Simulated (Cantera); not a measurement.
Cantera with NASA thermochemical tables; ideal gases at 1 bar, condensed phases pure. Values are per mole of reaction as written; species without (g) are pure solids or liquids, kept so even where they would boil at 1 bar.

Between 1448 and 2448 K, where is each reaction favourable under standard conditions?
- 2 H(g) + 2 C = C2H2(g)
- C2H4(g) + 2 CH4(g) = 2 C2H6(g)
- C6H6(g) + 6 N(g) = 6 HCN(g)


- 2 H(g) + 2 C = C2H2(g): ΔG° is -132 kJ at 1448 K and -63 kJ at 2448 K; it stays negative (K > 1). ΔH° is -238 kJ and ΔS° -71 J/K at 2448 K.
- C2H4(g) + 2 CH4(g) = 2 C2H6(g): ΔG° is 123 kJ at 1448 K and 256 kJ at 2448 K; it stays positive (K < 1). ΔH° is -72 kJ and ΔS° -134 J/K at 2448 K.
- C6H6(g) + 6 N(g) = 6 HCN(g): ΔG° is -2125 kJ at 1448 K and -2106 kJ at 2448 K; it stays negative (K > 1). ΔH° is -2171 kJ and ΔS° -27 J/K at 2448 K.
